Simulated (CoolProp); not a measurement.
A single-stage vapour-compression cycle with the fluid: evaporating at 322.15 K (dew point), condensing at 388.15 K (bubble point), superheat 0 K, subcooling 2 K, compressor efficiency 0.85, no pressure losses. The same conditions are run with several fluids, on thermodynamics alone (safety and materials aside).

Computed with CoolProp (reference Helmholtz-energy equation of state of each fluid (isohexane: Lemmon 2006; n-hexane: Thol 2019; dimethyl ether: Wu 2011; R21: Platzer 1990; n-perfluoropentane: Gao 2022)). The equations of Platzer and Polt are older, rougher fits.

Problem. Rank isohexane, n-hexane, dimethyl ether, R21, n-perfluoropentane by cooling COP, highest first.

Solution. R21 (3.13), n-hexane (2.82), isohexane (2.72), dimethyl ether (2.25), n-perfluoropentane (0.727)

```csv
fluid,pressure ratio,discharge temperature (K),refrigerating effect (kJ/kg),volumetric capacity (kJ/m³)
isohexane,6.29,388.2,169,395
n-hexane,6.83,388.1,187,324
dimethyl ether,3.86,403.9,168,3930
R21,4.65,412.5,142,2310
n-perfluoropentane,5.41,388.1,9.16,215
```

The compression ends wet for: isohexane; n-hexane; n-perfluoropentane.
